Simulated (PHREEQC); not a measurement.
Make-up at 25 °C: 39 mmol/kgw KH2PO4, 0.22 mmol/kgw HF and 0.0013 mmol/kgw H4SiO4. Closed to the air; pH follows from the charge balance.

Computed with PHREEQC (ion-association model, phreeqc.dat).

This is a speciation only: nothing precipitates in the calculation.

Question: What pH, ionic strength, specific conductance does the model give?

Answer: pH 4.30; ionic strength 0.0391 mol/kgw; specific conductance 3650 µS/cm.

Question: In which forms is F present?

Answer: F- 94 %, HF 5.7 % of the F.

Complexes and solids missing from the database can't appear. SiF6-2 is the database's only silicon fluoride.
